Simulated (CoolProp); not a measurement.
A Linde-Hampson liquefier for nitrogen: isothermal reversible compression at 230 K from 1 atm to 20 MPa, throttling to 1 atm, return gas leaving the recuperator 0 K below the feed. Each further row changes one setting.

The numbers come from the reference Helmholtz-energy equation of state, Span 2000 in CoolProp.

```json
[
 {"case": "as stated", "liquid yield per pass": "(withheld)", "compression work (kJ/kg of gas)": "351"},
 {"case": "high pressure 40 MPa", "liquid yield per pass": "(withheld)", "compression work (kJ/kg of gas)": "(withheld)"},
 {"case": "warm-end temperature 260 K", "liquid yield per pass": "(withheld)", "compression work (kJ/kg of gas)": "404"},
 {"case": "warm-end gap 5 K", "liquid yield per pass": "(withheld)", "compression work (kJ/kg of gas)": "351"}
]
```

Q: Some entries are withheld; supply them.

A: 
- as stated, liquid yield per pass: 0.161
- high pressure 40 MPa, liquid yield per pass: 0.190
- high pressure 40 MPa, compression work (kJ/kg of gas): 403
- warm-end temperature 260 K, liquid yield per pass: 0.114
- warm-end gap 5 K, liquid yield per pass: 0.149
